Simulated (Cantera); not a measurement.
A perfectly stirred reactor is fed with CH4 : H2O : H2 = 1 : 0.6 : 0.094 (molar parts), at 101000 Pa; it is held at 1375 K, and followed from long to short residence time.

Cantera simulation using GRI-Mech 3.0 (53 species, 325 reactions); the numbers are that mechanism's predictions, not measurements. GRI-Mech 3.0 stops at C3 and has no aromatics, soot or wall deposition, so with more carbon than oxygen in the feed, carbon stays in small species such as C2H2 where larger ones or solid carbon would form.

Predict: x(CH4) at τ = 0.440 s; x(H2O) at τ = 0.440 s; x(H2) at τ = 0.440 s; x(H) at τ = 0.440 s; x(C2H6) at τ = 0.440 s; x(CH4) at τ = 13.0 ms; x(H2O) at τ = 13.0 ms; x(H2) at τ = 13.0 ms; x(H) at τ = 13.0 ms; x(C2H6) at τ = 13.0 ms.


| Item | Result |
|---|---|
| x(CH4) at τ = 0.440 s | 0.553 |
| x(H2O) at τ = 0.440 s | 0.347 |
| x(H2) at τ = 0.440 s | 0.0874 |
| x(H) at τ = 0.440 s | 3.60e-7 |
| x(C2H6) at τ = 0.440 s | 0.000607 |
| x(CH4) at τ = 13.0 ms | 0.589 |
| x(H2O) at τ = 13.0 ms | 0.354 |
| x(H2) at τ = 13.0 ms | 0.0560 |
| x(H) at τ = 13.0 ms | 1.72e-7 |
| x(C2H6) at τ = 13.0 ms | 0.000263 |
